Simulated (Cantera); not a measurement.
# Premixed flame

A freely propagating, adiabatic, planar premixed flame of CO : H₂ : O₂ : N₂ = 1 : 0.033 : 0.344 : 1.29 (molar parts), unburnt at 673 K and 1000000 Pa; mixture-averaged transport, grid criteria slope 0.08 and curve 0.16, no radiation.

Detailed kinetics in Cantera: GRI-Mech 3.0 (53 species, 325 reactions). The hydrogen kinetics of GRI-Mech 3.0 are dated; newer H2 mechanisms differ, most at raised pressure. Burning velocities carry a grid error of a few per cent, more on coarse grids.

```csv
z (mm),T (K),u (m/s),x CO,x H₂,x O₂,x HO₂,x H₂O,x N₂O
-0.193,673,1.22,0.375,0.0123,0.129,<1e-8,2.36e-7,<1e-8
-0.129,673,1.22,0.375,0.0121,0.129,1.35e-7,3.12e-6,<1e-8
-0.0965,674,1.22,0.375,0.0117,0.129,8.79e-7,1.66e-5,<1e-8
-0.0643,678,1.22,0.375,0.0108,0.129,7.19e-6,0.000104,<1e-8
-0.0322,757,1.36,0.372,0.00812,0.127,0.000183,0.00140,2.34e-8
-0.0161,1056,1.88,0.351,0.00546,0.113,0.000448,0.00529,2.13e-7
0,1524,2.64,0.299,0.00237,0.0806,0.000150,0.00959,1.01e-6
0.0161,1851,3.12,0.247,0.00111,0.0497,5.62e-5,0.00909,1.74e-6
0.0322,2041,3.38,0.218,0.00105,0.0338,2.84e-5,0.00776,1.78e-6
0.0643,2237,3.65,0.194,0.00114,0.0225,1.25e-5,0.00792,1.54e-6
0.129,2401,3.87,0.178,0.00112,0.0149,5.04e-6,0.00937,1.26e-6
0.257,2521,4.02,0.165,0.00106,0.00867,2.01e-6,0.0105,8.94e-7
0.515,2595,4.12,0.157,0.00101,0.00444,8.54e-7,0.0113,5.59e-7
```
x: mole fraction of selected species; z is measured from the peak of heat release.

```
Quantity                     Result
------------------------  ---------
laminar burning velocity   122 cm/s
thermal thickness         0.0643 mm
peak x(HO₂)                0.000478
grid points                     110
```
